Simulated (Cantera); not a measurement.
Charge: 1 mol SiCl₄, 31 mol N₂O, 55 mol N₂, equilibrated at 750 Torr.

Equilibrium computed with Cantera from the NASA thermochemical tables; the gas is ideal and each condensed phase is pure. Candidate condensed phases: Si, SiO₂, Si₂N₂O, Si₃N₄; 23 gas species. Equilibrium is a limit: real reactors are often held back by kinetics, nucleation or transport.

Q: At 802 °C, list the 5 most abundant gas species with their mole fractions, and the condensed phases.

A: N₂ 0.839, O₂ 0.141, Cl₂ 0.0194, Cl 0.000154, NO 5.70e-5. Condensed: SiO₂(β-quartz).
